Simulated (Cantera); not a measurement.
## N2O furnace oxynitridation

An isothermal, constant-pressure homogeneous reactor starts with 3.06 % N₂O, 96.9 % N₂, at 1423 K and 21.0 Torr.

Detailed kinetics in Cantera: GRI-Mech 3.0 (53 species, 325 reactions). GRI-Mech 3.0 was tuned for natural gas; its chemistry of N2O as a main component is partial and can be far from experiment. Radical loss at walls, strong at low pressure, is not modelled.

```json
[
 {"t (s)": "3.00e-6", "x N₂O": "0.0306", "x O": "2.76e-8", "x NO": "4.90e-12", "x NO₂": "<1e-12", "x N₂": "0.969", "x O₂": "9.28e-12"},
 {"t (s)": "9.17e-6", "x N₂O": "0.0306", "x O": "8.44e-8", "x NO": "4.55e-11", "x NO₂": "<1e-12", "x N₂": "0.969", "x O₂": "8.63e-11"},
 {"t (s)": "2.80e-5", "x N₂O": "0.0306", "x O": "2.57e-7", "x NO": "4.24e-10", "x NO₂": "<1e-12", "x N₂": "0.969", "x O₂": "8.04e-10"},
 {"t (s)": "8.57e-5", "x N₂O": "0.0306", "x O": "7.81e-7", "x NO": "3.95e-9", "x NO₂": "<1e-12", "x N₂": "0.969", "x O₂": "7.50e-9"},
 {"t (s)": "0.000262", "x N₂O": "0.0306", "x O": "2.33e-6", "x NO": "3.63e-8", "x NO₂": "<1e-12", "x N₂": "0.969", "x O₂": "6.88e-8"},
 {"t (s)": "0.000801", "x N₂O": "0.0306", "x O": "6.61e-6", "x NO": "3.22e-7", "x NO₂": "<1e-12", "x N₂": "0.969", "x O₂": "6.11e-7"},
 {"t (s)": "0.00245", "x N₂O": "0.0306", "x O": "1.63e-5", "x NO": "2.60e-6", "x NO₂": "6.13e-12", "x N₂": "0.969", "x O₂": "4.94e-6"},
 {"t (s)": "0.00749", "x N₂O": "0.0305", "x O": "2.88e-5", "x NO": "1.67e-5", "x NO₂": "2.43e-10", "x N₂": "0.969", "x O₂": "3.17e-5"},
 {"t (s)": "0.0229", "x N₂O": "0.0302", "x O": "3.28e-5", "x NO": "7.38e-5", "x NO₂": "4.07e-9", "x N₂": "0.970", "x O₂": "0.000140"},
 {"t (s)": "0.0700", "x N₂O": "0.0294", "x O": "3.29e-5", "x NO": "0.000250", "x NO₂": "3.13e-8", "x N₂": "0.970", "x O₂": "0.000474"},
 {"t (s)": "0.214", "x N₂O": "0.0269", "x O": "3.29e-5", "x NO": "0.000758", "x NO₂": "1.36e-7", "x N₂": "0.971", "x O₂": "0.00144"},
 {"t (s)": "0.654", "x N₂O": "0.0206", "x O": "3.27e-5", "x NO": "0.00205", "x NO₂": "4.14e-7", "x N₂": "0.973", "x O₂": "0.00390"},
 {"t (s)": "2.00", "x N₂O": "0.00914", "x O": "3.22e-5", "x NO": "0.00439", "x NO₂": "9.25e-7", "x N₂": "0.978", "x O₂": "0.00836"}
]
```
x: mole fraction; the columns are a selection and need not sum to one.

Equilibrium at this temperature and pressure: N₂O 2.90e-9, O 9.90e-7, NO 0.000247, NO₂ 7.53e-8, N₂ 0.985, O₂ 0.0150 (gas phase only).
